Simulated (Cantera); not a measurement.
# Si₂Cl₆ + N₂ + NH₃ (silicon nitride deposition)

Charge: 1 mol Si₂Cl₆, 0.97 mol N₂, 3.3 mol NH₃, held at 1550 °C and 0.133 bar.

Cantera equilibrium calculation (NASA polynomials, part measured and part estimated; ideal gas, pure solids and liquids). Candidate condensed phases: NH₄Cl, Si, Si₃N₄; 28 gas species. The feed counts by its element totals alone. The tables' values for SiCl₃, SiCl are old estimates; treat these amounts as uncertain. Rates play no part.

```
Quantity                              Result
--------------------------------  ----------
x(H₂)                                  0.373
x(N₂)                                  0.244
x(HCl)                                 0.199
x(SiCl₂)                               0.171
x(SiCl₃)                             0.00931
x(SiCl₄)                            0.000783
x(H)                                0.000726
x(SiHCl₃)                           0.000389
x(Cl)                               0.000296
n(Si₃N₄(s))                       0.0337 mol
gas amount                         10.45 mol
log10 activity of Si(l) (absent)       -0.27
```
